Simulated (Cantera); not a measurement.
What does this Cantera script print?

```python
import numpy as np
import cantera as ct

gas_names = """
    C CN CO CO2 C2 CCN CNC C2N2 C2O C3 C3O2 C4 C4N2 C5 N NCO NO NO2 NO3 N2 N2O O O2 O3 Pb PbO Pb2
""".split()
cond_names = """
    C(gr) Pb(cr) Pb(L) PbO(rd) PbO(yw) PbO(L) PbO2(s) Pb3O4(s)
""".split()


def load(file, names, dense=False):
    # The tables refer to 1 bar. Condensed volumes are neglected.
    table = {s.name: s for s in ct.Species.list_from_file(file)}
    out = []
    for n in names:
        d = dict(table[n].input_data)
        d["thermo"] = dict(d["thermo"], **{"reference-pressure": 1e5})
        if dense:
            d["equation-of-state"] = {"model": "constant-volume", "density": "1e6 g/cm^3"}
        out.append(ct.Species.from_dict(d))
    return out


gas = ct.Solution(thermo="ideal-gas", species=load("nasa_gas.yaml", gas_names))
cond = {s.name: ct.Solution(thermo="fixed-stoichiometry", species=[s], name=s.name)
        for s in load("nasa_condensed.yaml", cond_names, dense=True)}
atoms = {
    'Pb': {'Pb': 1},
    'CO': {'C': 1, 'O': 1},
    'N2': {'N': 2},
}
top_T = {'C(gr)': 4500, 'Pb3O4(s)': 820}  # K; cautious upper limits of use, not melting points


def equilibrate(T, P, feed):
    n = {}
    for name, mol in feed.items():
        for a, k in atoms[name].items():
            n[a] = n.get(a, 0.0) + k * mol
    gas.TPX = T, P, n
    mass = sum(n.values()) * gas.mean_molecular_weight
    gas.equilibrate("TP")
    valid = [c for c in cond.values() if c.min_temp <= T <= top_T.get(c.name, c.max_temp)]
    mix = ct.Mixture([(gas, mass / gas.mean_molecular_weight)] + [(c, 0.0) for c in valid])
    mix.T, mix.P = T, P
    mix.equilibrate("TP", solver="vcs", rtol=1e-11, max_steps=5000)
    return mix


results = []
P = 3400  # Pa
for T in [825, 875, 925, 975, 1025, 1075, 1125, 1175, 1225, 1275, 1325, 1375, 1425]:
    for m in [0.4, 0.77, 1.1, 1.5, 1.9, 2.2, 2.6, 3, 3.3, 3.7]:
        feed = {'Pb': 1, 'CO': m, 'N2': 2}  # mol
        mix = equilibrate(T, P, feed)
        results.append((T, P, feed, dict(zip(mix.species_names, mix.species_moles))))

for T, P, feed, n in results:
    print(f"{T:7g} {feed['CO']:10.4g}  " + (" + ".join(c for c in cond_names if n.get(c, 0) > 1e-12) or "gas only"))
```

Result:

```
    825        0.4  C(gr) + Pb(L)
    825       0.77  C(gr) + Pb(L)
    825        1.1  C(gr) + Pb(L)
    825        1.5  C(gr) + Pb(L)
    825        1.9  C(gr) + Pb(L)
    825        2.2  C(gr) + Pb(L)
    825        2.6  C(gr) + Pb(L)
    825          3  C(gr) + Pb(L)
    825        3.3  C(gr) + Pb(L)
    825        3.7  C(gr) + Pb(L)
    875        0.4  C(gr) + Pb(L)
    875       0.77  C(gr) + Pb(L)
    875        1.1  C(gr) + Pb(L)
    875        1.5  C(gr) + Pb(L)
    875        1.9  C(gr) + Pb(L)
    875        2.2  C(gr) + Pb(L)
    875        2.6  C(gr) + Pb(L)
    875          3  C(gr) + Pb(L)
    875        3.3  C(gr) + Pb(L)
    875        3.7  C(gr) + Pb(L)
    925        0.4  C(gr) + Pb(L)
    925       0.77  C(gr) + Pb(L)
    925        1.1  C(gr) + Pb(L)
    925        1.5  C(gr) + Pb(L)
    925        1.9  C(gr) + Pb(L)
    925        2.2  C(gr) + Pb(L)
    925        2.6  C(gr) + Pb(L)
    925          3  C(gr) + Pb(L)
    925        3.3  C(gr) + Pb(L)
    925        3.7  C(gr) + Pb(L)
    975        0.4  C(gr) + Pb(L)
    975       0.77  C(gr) + Pb(L)
    975        1.1  C(gr) + Pb(L)
    975        1.5  C(gr) + Pb(L)
    975        1.9  C(gr) + Pb(L)
    975        2.2  C(gr) + Pb(L)
    975        2.6  C(gr) + Pb(L)
    975          3  C(gr) + Pb(L)
    975        3.3  C(gr) + Pb(L)
    975        3.7  C(gr) + Pb(L)
   1025        0.4  C(gr) + Pb(L)
   1025       0.77  C(gr) + Pb(L)
   1025        1.1  C(gr) + Pb(L)
   1025        1.5  C(gr) + Pb(L)
   1025        1.9  C(gr) + Pb(L)
   1025        2.2  C(gr) + Pb(L)
   1025        2.6  C(gr) + Pb(L)
   1025          3  C(gr) + Pb(L)
   1025        3.3  C(gr) + Pb(L)
   1025        3.7  C(gr) + Pb(L)
   1075        0.4  C(gr) + Pb(L)
   1075       0.77  C(gr) + Pb(L)
   1075        1.1  C(gr) + Pb(L)
   1075        1.5  C(gr) + Pb(L)
   1075        1.9  C(gr) + Pb(L)
   1075        2.2  C(gr) + Pb(L)
   1075        2.6  C(gr) + Pb(L)
   1075          3  C(gr) + Pb(L)
   1075        3.3  C(gr) + Pb(L)
   1075        3.7  C(gr) + Pb(L)
   1125        0.4  C(gr) + Pb(L)
   1125       0.77  C(gr) + Pb(L)
   1125        1.1  C(gr) + Pb(L)
   1125        1.5  C(gr) + Pb(L)
   1125        1.9  C(gr) + Pb(L)
   1125        2.2  C(gr) + Pb(L)
   1125        2.6  C(gr) + Pb(L)
   1125          3  C(gr) + Pb(L)
   1125        3.3  C(gr) + Pb(L)
   1125        3.7  C(gr) + Pb(L)
   1175        0.4  C(gr) + Pb(L)
   1175       0.77  C(gr) + Pb(L)
   1175        1.1  C(gr) + Pb(L)
   1175        1.5  C(gr) + Pb(L)
   1175        1.9  C(gr) + Pb(L)
   1175        2.2  C(gr) + Pb(L)
   1175        2.6  C(gr) + Pb(L)
   1175          3  C(gr) + Pb(L)
   1175        3.3  C(gr) + Pb(L)
   1175        3.7  C(gr) + Pb(L)
   1225        0.4  C(gr) + Pb(L)
   1225       0.77  C(gr) + Pb(L)
   1225        1.1  C(gr) + Pb(L)
   1225        1.5  C(gr) + Pb(L)
   1225        1.9  C(gr) + Pb(L)
   1225        2.2  C(gr) + Pb(L)
   1225        2.6  C(gr) + Pb(L)
   1225          3  C(gr) + Pb(L)
   1225        3.3  C(gr) + Pb(L)
   1225        3.7  C(gr) + Pb(L)
   1275        0.4  C(gr) + Pb(L)
   1275       0.77  C(gr) + Pb(L)
   1275        1.1  C(gr) + Pb(L)
   1275        1.5  C(gr) + Pb(L)
   1275        1.9  C(gr) + Pb(L)
   1275        2.2  C(gr) + Pb(L)
   1275        2.6  C(gr) + Pb(L)
   1275          3  C(gr) + Pb(L)
   1275        3.3  C(gr) + Pb(L)
   1275        3.7  C(gr) + Pb(L)
   1325        0.4  C(gr) + Pb(L)
   1325       0.77  C(gr) + Pb(L)
   1325        1.1  C(gr) + Pb(L)
   1325        1.5  C(gr) + Pb(L)
   1325        1.9  C(gr) + Pb(L)
   1325        2.2  C(gr) + Pb(L)
   1325        2.6  C(gr) + Pb(L)
   1325          3  C(gr) + Pb(L)
   1325        3.3  C(gr) + Pb(L)
   1325        3.7  C(gr) + Pb(L)
   1375        0.4  C(gr) + Pb(L)
   1375       0.77  C(gr) + Pb(L)
   1375        1.1  C(gr) + Pb(L)
   1375        1.5  C(gr) + Pb(L)
   1375        1.9  C(gr) + Pb(L)
   1375        2.2  C(gr)
   1375        2.6  C(gr)
   1375          3  C(gr)
   1375        3.3  C(gr)
   1375        3.7  C(gr)
   1425        0.4  C(gr)
   1425       0.77  C(gr)
   1425        1.1  C(gr)
   1425        1.5  C(gr)
   1425        1.9  C(gr)
   1425        2.2  C(gr)
   1425        2.6  C(gr)
   1425          3  C(gr)
   1425        3.3  C(gr)
   1425        3.7  C(gr)
```

Cantera equilibrium calculation (NASA polynomials, part measured and part estimated; ideal gas, pure solids and liquids).
